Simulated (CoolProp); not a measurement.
The numbers come from the reference Helmholtz-energy equation of state, Lemmon 2006 in CoolProp. It is a short technical equation, of lower accuracy than the large ones.

Task: For isohexane, give the phase and the density (kg/m³), cp (kJ/(kg K)), Joule-Thomson coefficient (K/MPa), isothermal compressibility (1/MPa) at 220.6 K and 15.9 MPa; 302.8 K and 15.9 MPa; 361.5 K and 15.9 MPa.

Result: 
- 220.6 K and 15.9 MPa: liquid; density 727, cp 1.90, Joule-Thomson coefficient -0.550, isothermal compressibility 0.000808
- 302.8 K and 15.9 MPa: liquid; density 661, cp 2.22, Joule-Thomson coefficient -0.431, isothermal compressibility 0.00145
- 361.5 K and 15.9 MPa: liquid; density 613, cp 2.48, Joule-Thomson coefficient -0.330, isothermal compressibility 0.00231
